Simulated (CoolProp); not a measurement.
Saturation properties of tetrahydrofuran (Tc = 540.2 K, pc = 53.04 bar, ω = 0.234).

The numbers come from the reference Helmholtz-energy equation of state, Fiedler 2023 in CoolProp.

```tsv
T (K)	p (bar)	liquid density (kg/m³)	enthalpy of vaporisation (kJ/kg)	liquid cp (kJ/(kg K))	vapour Z
320.6	0.5345	856.9	429.8	1.809	0.9826
333.8	0.8513	841.8	420.3	1.862	0.9753
347.1	1.305	826.4	410.3	1.918	0.9660
360.3	1.924	810.6	400.1	1.975	0.9547
373.5	2.749	794.5	389.3	2.034	0.9411
386.7	3.821	777.8	378.0	2.096	0.9252
399.9	5.183	760.6	366.1	2.160	0.9066
413.1	6.882	742.7	353.3	2.228	0.8854
426.3	8.967	724.0	339.6	2.301	0.8611
439.5	11.49	704.3	324.7	2.381	0.8335
452.8	14.53	683.1	308.3	2.472	0.8019
```

It boils at 339.1 K under 1 atm.
